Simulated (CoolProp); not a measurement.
Vapour-liquid equilibrium of CHF3 (R23) (1) + R11 (2) at 240.2 K; x and y are mole fractions of (1).

Values from CoolProp's multi-fluid Helmholtz-energy mixture model, Penoncello 2003 and Jacobsen 1992; pair parameters Bell 2016.

```
x      bubble pressure, mixture model (MPa)  bubble pressure, Raoult's law (MPa)  y, mixture model  y, Raoult's law
-----  ------------------------------------  -----------------------------------  ----------------  ---------------
0.05                                 0.1491                              0.05289             0.947            0.860
0.125                                0.3372                               0.1206             0.976            0.944
0.2                                  0.4875                               0.1883             0.983            0.967
0.275                                0.5966                               0.2559             0.986            0.978
0.35                                 0.6679                               0.3236             0.988            0.984
0.425                                0.7092                               0.3913             0.989            0.989
0.5                                  0.7304                               0.4590             0.989            0.992
0.575                                0.7408                               0.5267             0.989            0.994
0.65                                 0.7484                               0.5944             0.990            0.995
0.725                                0.7596                               0.6621             0.990            0.997
0.8                                  0.7797                               0.7297             0.991            0.998
0.875                                0.8130                               0.7974             0.993            0.999
0.95                                 0.8640                               0.8651             0.996            1.000
```

The largest gap from Raoult's law is +181.9 % in bubble pressure, at x = 0.05. No azeotrope shows between x = 0.05 and 0.95.

The pair parameters rest on a limited set of measurements; away from them the model extrapolates. With so large a gap from Raoult's law the liquid may split in two, which this calculation doesn't test in full.
